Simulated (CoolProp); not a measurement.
Vapour-liquid equilibrium of dimethyl ether (1) + chloromethane (R40) (2) at 403 kPa; x and y are mole fractions of (1).

Model: multi-fluid Helmholtz-energy mixture model, Wu 2011 and Thol 2014; pair parameters Bell 2016, in CoolProp.

```tsv
x	bubble temperature, mixture model (K)	bubble temperature, Raoult's law (K)	y, mixture model	y, Raoult's law
0.05	286.6	286.3	0.043	0.051
0.15	287.0	286.2	0.136	0.153
0.25	287.4	286.1	0.236	0.255
0.35	287.6	286.0	0.341	0.356
0.45	287.7	286.0	0.450	0.456
0.55	287.6	285.9	0.559	0.556
0.65	287.4	285.8	0.668	0.656
0.75	287.0	285.7	0.772	0.755
0.85	286.5	285.7	0.869	0.853
0.95	285.9	285.6	0.959	0.951
```

The largest gap from Raoult's law is +1.7 K in bubble temperature, at x = 0.55. y crosses x between x = 0.45 and 0.55: the model has an azeotrope there.

The pair parameters rest on a limited set of measurements; away from them the model extrapolates.
